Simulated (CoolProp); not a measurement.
Vapour-liquid equilibrium of methanol (1) + water (2) at 0.164 MPa; x and y are mole fractions of (1).

Model: multi-fluid Helmholtz-energy mixture model, de Reuck 1993 and Wagner 2002; pair parameters Bell 2016, in CoolProp.

**Question.** Give the bubble temperature and the first vapour's composition at x = 0.125, 0.35, 0.425. Is there an azeotrope?

**Answer.** x = 0.125: 376.2 K, y = 0.380; x = 0.35: 365.1 K, y = 0.673; x = 0.425: 362.6 K, y = 0.728. No azeotrope shows between x = 0.05 and 0.95.

The pair parameters rest on a limited set of measurements; away from them the model extrapolates.
